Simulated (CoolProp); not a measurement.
A closed Brayton cycle with carbon dioxide: compressor inlet 315.15 K and 8 MPa, high pressure 25.6 MPa, turbine inlet 740 K, compressor efficiency 0.85, turbine efficiency 0.9, recuperator effectiveness 0.9 (on enthalpy, no pinch check). Each further row changes one setting.

The numbers come from the reference Helmholtz-energy equation of state, Span 1996 in CoolProp.

```
case                           thermal efficiency (%)  net work (kJ/kg)  compressor to turbine work  compressor exit (K)  turbine exit (K)
-----------------------------  ----------------------  ----------------  --------------------------  -------------------  ----------------
as stated                                           ?              78.4                        0.41                403.7             610.4
turbine inlet 690 K                              28.9                 ?                        0.44                403.7             565.2
compressor inlet 325.15 K                        29.5                 ?                        0.48                425.1             610.4
high pressure 21.8 MPa                              ?              71.2                        0.38                391.1                 ?
recuperator effectiveness 0.5                       ?              78.4                        0.41                403.7             610.4
```

**Question.** Fill in the missing entries.

**Answer.** 
- as stated, thermal efficiency (%): 31.5
- turbine inlet 690 K, net work (kJ/kg): 67.4
- compressor inlet 325.15 K, net work (kJ/kg): 68.6
- high pressure 21.8 MPa, thermal efficiency (%): 31.0
- high pressure 21.8 MPa, turbine exit (K): 627.9
- recuperator effectiveness 0.5, thermal efficiency (%): 22.8
